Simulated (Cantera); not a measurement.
An adiabatic, constant-pressure homogeneous reactor starts with 13.0 % CH₄, 15.3 % O₂, 57.4 % N₂, 14.3 % H₂O, equivalence ratio 1.7, at 1800 K and 100000 Pa.

Model: GRI-Mech 3.0 (53 species, 325 reactions), integrated in Cantera.

x: mole fraction; the columns are a selection and need not sum to one.

```csv
t (s),T (K),x CH₄,x O₂,x H₂O,x CH₂O,x HO₂,x NO
7.00e-6,1799,0.130,0.153,0.143,9.86e-6,…,1.68e-12
1.67e-5,1799,0.129,0.153,0.143,6.45e-5,…,6.60e-12
3.99e-5,1798,0.127,0.152,0.144,0.000412,…,3.60e-11
9.51e-5,1828,0.109,0.143,0.153,0.00237,…,1.09e-9
0.000227,2642,<1e-12,0.00133,0.238,3.20e-9,…,0.000167
0.000542,2674,<1e-12,0.00101,0.241,3.51e-9,6.26e-7,0.000312
0.00129,2677,<1e-12,0.000955,0.241,3.57e-9,5.96e-7,0.000608
0.00308,2674,<1e-12,0.000929,0.241,3.58e-9,5.81e-7,0.00112
0.00736,2673,<1e-12,0.000909,0.241,3.60e-9,5.69e-7,0.00155
0.0176,2672,<1e-12,0.000906,0.241,3.60e-9,5.67e-7,0.00162
0.0419,2672,<1e-12,0.000905,0.241,3.60e-9,5.67e-7,0.00162
0.100,2672,<1e-12,0.000905,0.241,3.60e-9,5.67e-7,0.00162
```

Complete the blanks.


- 7.00e-6, x HO₂: 7.17e-6
- 1.67e-5, x HO₂: 9.84e-6
- 3.99e-5, x HO₂: 1.82e-5
- 9.51e-5, x HO₂: 9.52e-5
- 0.000227, x HO₂: 7.78e-7
